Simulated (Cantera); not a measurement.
Feed: 1 mol FeS, 33 mol H2, held at 143 Torr.

These are equilibrium values from Cantera (NASA tables, ideal gas, pure condensed phases), not measurements of a reactor. Candidate condensed phases: Fe, FeS, FeS2, S; 8 gas species. Metal and sulfide melt together well below either melting point, which pure phases cannot show. Mutual solubility and eutectic melting of coexisting phases are not modelled. FeS: taken at fixed stoichiometry. The numbers say what is thermodynamically allowed, not how fast it happens.

Problem. At 1325 °C, list the 4 most abundant gas species with their mole fractions, and the condensed phases.

Solution. H2 0.982, H2S 0.0171, SH 0.000397, S2 0.000294. Condensed: Fe(γ) + FeS(l).
